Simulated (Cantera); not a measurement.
Charge: 1 mol Si₃N₄, 0.023 mol O₂, a varied amount of N₂, held at 2023 K and 7.50 Torr.

Cantera equilibrium calculation (NASA polynomials, part measured and part estimated; ideal gas, pure solids and liquids). Candidate condensed phases: Si, SiO₂, Si₂N₂O, Si₃N₄; 16 gas species. The numbers say what is thermodynamically allowed, not how fast it happens.

Question: What share of the Si ends up in condensed phases as a function of n(N₂) (mol), at 110, 150, 200, 240, 290, 330, 380, 420, 470, 510?

Answer: 
| n(N₂) (mol) | Si condensed (%) | as |
|---|---|---|
| 110 | 74.6 | Si(l) |
| 150 | 66.1 | Si(l) |
| 200 | 55.4 | Si(l) |
| 240 | 46.9 | Si(l) |
| 290 | 36.3 | Si(l) |
| 330 | 27.7 | Si(l) |
| 380 | 17.1 | Si(l) |
| 420 | 8.6 | Si(l) |
| 470 | 0.0 | - |
| 510 | 0.0 | - |
